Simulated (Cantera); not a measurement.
Charge: 1 mol CuO, a varied amount of C, 0.025 mol CO, held at 10.0 mbar.

Method: chemical equilibrium by Gibbs-energy minimisation in Cantera with the NASA 1993 tables (ideal gas, pure condensed phases). Candidate condensed phases: C, Cu, CuO, Cu2O; 15 gas species. Each liquid is taken as pure. Mutual solubility and eutectic melting of coexisting phases are not modelled. Rates play no part.

Stable condensed phases, one row left out:

```
T in °C \ n(C) in mol
         0.31  0.4 0.51 0.66 0.86  1.1  1.4  1.8  2.4  3.1    4  5.1
   2227     A    A    A    A    A    B    B    B    B    B    B    B
   2077     A    A    A    A    A    B    B    B    B    B    B    B
   1927     A    A    A    A    A    B    B    B    B    B    B    B
   1777     A    A    A    A    A    B    B    B    B    B    B    B
   1627     C    C    C    C    C    D    D    D    D    D    D    D
   1327     E    E    C    C    C    D    D    D    D    D    D    D
   1177     E    E    C    C    C    D    D    D    D    D    D    D
   1027     E    E    C    C    C    D    D    D    D    D    D    D
    877     E    E    C    C    C    D    D    D    D    D    D    D
    727     E    E    C    C    C    D    D    D    D    D    D    D
    577     E    E    C    C    C    D    D    D    D    D    D    D
```

A: gas only; B: C; C: Cu; D: C + Cu; E: Cu + Cu2O.

Q: Give the row for 1477 °C.

A: 0.31: Cu + Cu2O; 0.4: Cu; 0.51: Cu; 0.66: Cu; 0.86: Cu; 1.1: C + Cu; 1.4: C + Cu; 1.8: C + Cu; 2.4: C + Cu; 3.1: C + Cu; 4: C + Cu; 5.1: C + Cu.
